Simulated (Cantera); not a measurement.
# Equilibrium for hydrogen reduction and annealing atmospheres: Cr2O3 + H2 + N2

Charge: 1 mol Cr2O3, 2900 mol H2, 8.4 mol N2, equilibrated at 100000 Pa.

Equilibrium computed with Cantera from the NASA thermochemical tables; the gas is ideal and each condensed phase is pure. Candidate condensed phases: Cr, CrN, Cr2N, Cr2O3, H2O; 29 gas species. Mutual solubility and eutectic melting of coexisting phases are not modelled. Equilibrium is a limit: real reactors are often held back by kinetics, nucleation or transport.

```tsv
T (K)	log p H2	log p N2	log p H	log p H2O	n Cr(s)	n Cr2O3(s)
1425	0.00	-2.54	-5.17	-3.13	1.42	0.289
1475	0.00	-2.54	-4.89	-2.99	2.00	0
1525	0.00	-2.54	-4.63	-2.99	2.00	0
1575	0.00	-2.54	-4.38	-2.99	1.99	0
1625	0.00	-2.54	-4.15	-2.99	1.98	0
1675	0.00	-2.54	-3.94	-2.99	1.96	0
1725	0.00	-2.54	-3.73	-2.99	1.91	0
1775	0.00	-2.54	-3.54	-2.99	1.81	0
1825	0.00	-2.54	-3.36	-2.99	1.62	0
1875	0.00	-2.54	-3.18	-2.99	1.26	0
1925	0.00	-2.54	-3.02	-2.99	0.613	0
1975	0.00	-2.54	-2.87	-2.99	0	0
```
log p: log10 of the partial pressure in bar; n: condensed amount in mol.

At 1425 K the condensed part is Cr(s) + Cr2O3(s). From 1475 K to 1925 K the condensed part is Cr(s). At 1975 K nothing is condensed. The main Cr-bearing gas is Cr throughout.
